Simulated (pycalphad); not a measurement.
**Phase fractions of Al-0.2412Si-4.286C (wt.%)**

All values are pycalphad results on the COST 507 light-alloy database (1999) (1 atm), not direct measurements. The data set is of 1999 and partly superseded. Amounts are mole fractions of atoms. Kinetics are ignored, which matters at the lower temperatures.

| T (°C) | liquid | AL4C3 | fcc | AL8SIC7 |
|---|---|---|---|---|
| 1577 | 0.797 | 0.203 | - | - |
| 1527 | 0.793 | 0.207 | - | - |
| 1477 | 0.791 | 0.209 | - | - |
| 1427 | 0.789 | 0.211 | - | - |
| 1377 | 0.788 | 0.212 | - | - |
| 1327 | 0.788 | 0.212 | - | - |
| 1277 | 0.787 | 0.213 | - | - |
| 1227 | 0.787 | 0.213 | - | - |
| 1177 | 0.787 | 0.213 | - | - |
| 1127 | 0.787 | 0.213 | - | - |
| 1077 | 0.787 | 0.213 | - | - |
| 1027 | 0.787 | 0.213 | - | - |
| 977 | 0.787 | 0.213 | - | - |
| 927 | 0.787 | 0.213 | - | - |
| 877 | 0.787 | 0.213 | - | - |
| 827 | 0.787 | 0.213 | - | - |
| 777 | 0.787 | 0.213 | - | - |
| 727 | 0.787 | 0.213 | - | - |
| 677 | 0.787 | 0.213 | - | - |
| 627 | - | 0.187 | 0.787 | 0.026 |
| 577 | - | 0.183 | 0.787 | 0.030 |
| 527 | - | 0.180 | 0.787 | 0.033 |
| 477 | - | 0.179 | 0.787 | 0.034 |
| 427 | - | 0.178 | 0.787 | 0.035 |
| 377 | - | 0.178 | 0.787 | 0.035 |
| 327 | - | 0.177 | 0.787 | 0.035 |
| 277 | - | 0.177 | 0.787 | 0.035 |
| 227 | - | 0.177 | 0.787 | 0.035 |

Database names, with the compositions (at.%) that they take in these runs: AL4C3: Al 57 C 43; AL8SIC7: Al 50 C 44 Si 6.
